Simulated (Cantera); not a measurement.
Dilute partial oxidation

An isothermal, constant-pressure homogeneous reactor starts with CH3OH : O2 : N2 = 0.029 : 0.003 : 1 (molar parts), at 1323 K and 7.10 bar.

Cantera simulation using GRI-Mech 3.0 (53 species, 325 reactions); the numbers are that mechanism's predictions, not measurements. GRI-Mech 3.0 was tuned for natural gas; its chemistry of methanol as a main component is partial and can be far from experiment.

```
t (s)     x CH3OH     x O2     x HCO    x H2    x H2O2
-------  --------  -------  --------  ------  --------
0.00100   0.00110  1.17e-5   3.40e-7  0.0438   2.44e-8
0.00277   7.70e-5  6.76e-6   1.79e-8  0.0472  4.75e-10
0.00765   9.09e-7  5.25e-6  7.58e-10  0.0475  7.70e-11
0.0211    1.06e-9  3.70e-6  3.79e-10  0.0475  3.35e-11
0.0585   6.40e-11  2.06e-6  2.26e-10  0.0475  1.17e-11
0.162    3.33e-11  7.87e-7  1.34e-10  0.0475  2.75e-12
0.447    2.32e-11  1.37e-7  9.60e-11  0.0475    <1e-12
1.24     2.13e-11  2.28e-9  8.90e-11  0.0476    <1e-12
3.42     2.06e-11   <1e-12  8.81e-11  0.0478    <1e-12
9.46     1.94e-11   <1e-12  8.65e-11  0.0481    <1e-12
26.2     1.82e-11   <1e-12  8.51e-11  0.0485    <1e-12
72.3     1.79e-11   <1e-12  8.48e-11  0.0486    <1e-12
200      1.79e-11   <1e-12  8.48e-11  0.0486    <1e-12
```
x: mole fraction; the columns are a selection and need not sum to one.

Equilibrium at this temperature and pressure: CH3OH 3.96e-12, O2 <1e-12, HCO 8.59e-11, H2 0.0490, H2O2 <1e-12 (gas phase only).
